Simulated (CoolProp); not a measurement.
C3F8 (R218) at several states: Z from the reference equation and from simpler models built on Tc = 345.0 K, pc = 2.640 MPa, ω = 0.317; each cubic takes its own stable root.

Model: reference Helmholtz-energy equation of state, Lemmon 2006, in CoolProp. It is a short technical equation, of lower accuracy than the large ones.

```json
[
 {"T (K)": "171.3", "p (MPa)": "0.265", "phase": "liquid", "reference": "0.01893"},
 {"T (K)": "213.8", "p (MPa)": "0.0238", "phase": "gas", "reference": "0.9821"},
 {"T (K)": "219.9", "p (MPa)": "4.09", "phase": "liquid", "reference": "0.2490"}
]
```

### Question
How far does each simpler model (van der Waals, Redlich-Kwong, Soave-Redlich-Kwong, Peng-Robinson) lie from the reference over these 3 states: mean and median of the absolute difference, and the worst?

### Answer
- van der Waals: mean 40.0 %, median 56.7 %, worst +62.4 % at 171.3 K and 0.265 MPa
- Redlich-Kwong: mean 6.2 %, median 8.6 %, worst +9.4 % at 171.3 K and 0.265 MPa
- Soave-Redlich-Kwong: mean 3.9 %, median 4.7 %, worst +6.4 % at 171.3 K and 0.265 MPa
- Peng-Robinson: mean 4.2 %, median 5.3 %, worst -7.0 % at 219.9 K and 4.09 MPa
